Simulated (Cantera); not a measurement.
A Cantera script and what it prints.

```python
import numpy as np
import cantera as ct

gas_names = """
    C CN CO CO2 C2 CCN CNC C2N2 C2O C3 C3O2 C4 C4N2 C5 Fe FeC5O5 FeO N NCO NO NO2 NO3 N2 N2O O O2 O3
""".split()
cond_names = """
    C(gr) Fe(a) Fe(c) Fe(d) Fe(L) FeC5O5(L) FeO(s) FeO(L) Fe2O3(s) Fe3O4(s)
""".split()


# ... load() reads the species with a 1 bar reference pressure and builds the phases ...
atoms = {
    'Fe(CO)5': {'Fe': 1, 'C': 5, 'O': 5},
    'N2': {'N': 2},
}
top_T = {'C(gr)': 4500, 'Fe2O3(s)': 1830, 'Fe3O4(s)': 1870}  # K; cautious upper limits of use, not melting points


# ... equilibrate(T, P, feed) seeds the gas with the atoms and calls Mixture.equilibrate('TP', solver="vcs", rtol=1e-11, max_steps=5000) ...
results = []
feed = {'Fe(CO)5': 1, 'N2': 7.4}  # mol
T = 1275  # K
P = 2200  # Pa
mix = equilibrate(T, P, feed)
results.append((T, P, feed, dict(zip(mix.species_names, mix.species_moles))))
x = sorted(zip(gas.X, gas.species_names), reverse=True)
print(f"T = {T:g} K  P = {P:g} Pa  gas = {mix.phase_moles(0):.4g} mol")
print("   x: " + "  ".join(f"{s} {v:.3e}" for v, s in x if v > 1e-06))
print("   condensed (mol): " + ("  ".join(f"{mix.phase(i).name} {mix.phase_moles(i):.4g}"
      for i in range(1, mix.n_phases) if mix.phase_moles(i) > 1e-12) or "none"))
```

Output:

```
T = 1275 K  P = 2200 Pa  gas = 12.4 mol
   x: N2 5.968e-01  CO 4.032e-01  CO2 2.507e-05
   condensed (mol): C(gr) 0.0003109  Fe(c) 1
```

These are equilibrium values from Cantera (NASA tables, ideal gas, pure condensed phases), not measurements of a reactor.
